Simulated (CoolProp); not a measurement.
The numbers come from the reference Helmholtz-energy equation of state, Leachman 2009 in CoolProp.

### Question
For normal hydrogen, give the phase and the density (kg/m³), cv (kJ/(kg K)), viscosity (µPa s), fugacity coefficient at 59.7 K and 7620 kPa.

### Answer
- 59.7 K and 7620 kPa: supercritical; density 35.5, cv 6.72, viscosity 4.90, fugacity coefficient 0.769

Viscosity comes from a separate model (Muzny 2013).
